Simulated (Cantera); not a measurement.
Charge: 1 mol Si₂H₆, 0.42 mol O₃, 0.24 mol H₂, at 1.00 Torr.

Method: chemical equilibrium by Gibbs-energy minimisation in Cantera with the NASA 1993 tables (ideal gas, pure condensed phases). Candidate condensed phases: H₂O, Si, SiO₂; 18 gas species. The feed counts by its element totals alone. Mutual solubility and eutectic melting of coexisting phases are not modelled. The tables hold silica as quartz up to 1696 K and as liquid above; real silica turns to tridymite and cristobalite and melts near 1996 K. Gases not in the tables: Si₂H₆ and higher silanes. The numbers say what is thermodynamically allowed, not how fast it happens.

What share of the Si ends up in condensed phases as a function of T (K), at 1148, 1198, 1248, 1298, 1348, 1398, 1448, 1498, 1548, 1598, 1648, 1698, 1748?


```
T (K)  Si condensed (%)                      as
-----  ----------------  ----------------------
1148              100.0  Si(s) + SiO₂(β-quartz)
1198               99.9  Si(s) + SiO₂(β-quartz)
1248               99.8  Si(s) + SiO₂(β-quartz)
1298               99.1  Si(s) + SiO₂(β-quartz)
1348               97.1  Si(s) + SiO₂(β-quartz)
1398               91.0  Si(s) + SiO₂(β-quartz)
1448               72.4  Si(s) + SiO₂(β-quartz)
1498               37.0                   Si(s)
1548               37.0                   Si(s)
1598               37.0                   Si(s)
1648               37.0                   Si(s)
1698               36.9                   Si(l)
1748               36.7                   Si(l)
```
